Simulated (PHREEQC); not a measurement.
Synthetic water in mg/L, 25 °C, pH 4.18, pe 8.6: Na 44.9; K 21.9; Ca 106; Mg 6.85; Cl 15; S(6) as SO4 398; Mn(2) 2.23; Cu(2) 0.308; Zn 8.49; Br 0.507; O(0) (dissolved oxygen) 0.0465.

Na is adjusted to close the charge balance.
Valence states are taken as typed.

Equilibrium calculation in PHREEQC: ion-association model, phreeqc.dat.

Q: The ionic strength comes out as 0.0133 mol/kgw. What activity coefficients do Cu+2, Cl-, Zn+2, K+, NaSO4- get?

A: Cu+2 0.64, Cl- 0.89, Zn+2 0.63, K+ 0.89, NaSO4- 0.89.

No solid was allowed to form. Species that the database lacks are ignored.
